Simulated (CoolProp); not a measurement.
Model: reference Helmholtz-energy equation of state, Platzer 1990, in CoolProp. This equation is an older, rougher fit; its heat capacities, sound speeds and derivatives of the liquid may be far off and weren't checked against measurements.

Task: Give the vapour pressure (bar), liquid density (kg/m³), surface tension (mN/m) of saturated R114 at 337.3 K.

Result: 
```json
[
 {"T (K)": "337.3", "p (bar)": "6.43", "liquid density (kg/m³)": "1320", "surface tension (mN/m)": "6.69"}
]
```

Surface tension comes from a separate correlation (Mulero 2012).
